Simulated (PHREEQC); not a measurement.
NaOH is added in steps, without added water, to 1 kg of water holding 8.5 mmol/kgw Cu(BF4)2 and 6.4 mmol/kgw HCl, at 25 °C. O2 is buffered at 0.21 atm. The system is closed to CO2. The run lets Cu(OH)2, Atacamite, Halite, CuF2:2H2O precipitate or redissolve, and no other solid.

Base run: PHREEQC, ion-association model, wateq4f.dat. Each further column changes one thing. The table gives pH.

| NaOH added (mol) | base | Davies equation for every ion | metal-ligand complexes left out | all activity coefficients set to 1 |
|---|---|---|---|---|
| 0 | 2.28 | 2.29 | 2.29 | 2.24 |
| 0.011 | 3.42 | 3.43 | 3.45 | 3.46 |
| 0.01925 | 4.05 | 4.05 | 4.08 | 4.10 |
| 0.03025 | 4.56 | 4.56 | 4.59 | 4.62 |
| 0.04125 | 4.93 | 4.94 | 4.91 | 4.88 |
| 0.0495 | 5.11 | 5.12 | 5.08 | 5.08 |
| 0.0605 | 5.47 | 5.47 | 5.44 | 5.47 |
| 0.06875 | 6.30 | 6.30 | 6.29 | 6.34 |
| 0.07975 | 8.79 | 8.81 | 8.79 | 8.91 |
| 0.09075 | 10.35 | 10.37 | 10.35 | 10.48 |
| 0.099 | 11.77 | 11.78 | 11.77 | 11.88 |
| 0.11 | 12.15 | 12.16 | 12.15 | 12.27 |

Real BF4- forms and hydrolyses slowly; the run takes it at equilibrium. The database's constant for dissolved Cu(OH)2 is higher than later reviews accept.
